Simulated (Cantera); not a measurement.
**Thermodynamics of silicon nitride deposition, feed SiH2Cl2 + N2 + H2**

Input: 1 mol SiH2Cl2, 1.7 mol N2, 49 mol H2, at 2075 K.

Cantera equilibrium calculation (NASA polynomials, part measured and part estimated; ideal gas, pure solids and liquids). Candidate condensed phases: NH4Cl, Si, Si3N4; 28 gas species. The tables' values for SiCl, SiN, SiCl3 are old estimates; treat these amounts as uncertain. Gases not in the tables: Si2H6 and higher silanes. The numbers say what is thermodynamically allowed, not how fast it happens.

From 5.00e-5 bar to 0.00710 bar nothing is condensed. From 0.0370 bar to 1.00 bar the condensed part is Si(l). The main Si-bearing gas is Si at 5.00e-5 bar and SiCl2 at 1.00 bar.

| P (Pa) | x H2 | x H | x HCl | x N2 | x Si | x Cl | x SiCl2 | x SiCl | n Si(l) |
|---|---|---|---|---|---|---|---|---|---|
| 5 | 0.628 | 0.298 | 0.0233 | 0.0268 | 0.0156 | 0.00817 | 1.46e-5 | 6.81e-5 | 0 |
| 26 | 0.774 | 0.145 | 0.0299 | 0.0293 | 0.0168 | 0.00415 | 0.000109 | 0.000193 | 0 |
| 140 | 0.851 | 0.0657 | 0.0325 | 0.0306 | 0.0165 | 0.00185 | 0.000616 | 0.000455 | 0 |
| 710 | 0.889 | 0.0298 | 0.0307 | 0.0312 | 0.0140 | 0.000759 | 0.00227 | 0.000804 | 0 |
| 3700 | 0.916 | 0.0133 | 0.0320 | 0.0319 | 0.00275 | 0.000341 | 0.00245 | 0.000371 | 0.671 |
| 19000 | 0.926 | 0.00588 | 0.0325 | 0.0321 | 0.000536 | 0.000152 | 0.00250 | 0.000165 | 0.813 |
| 100000 | 0.930 | 0.00257 | 0.0327 | 0.0322 | 0.000102 | 6.66e-5 | 0.00252 | 7.24e-5 | 0.845 |
x: gas mole fraction; n: condensed amount in mol.
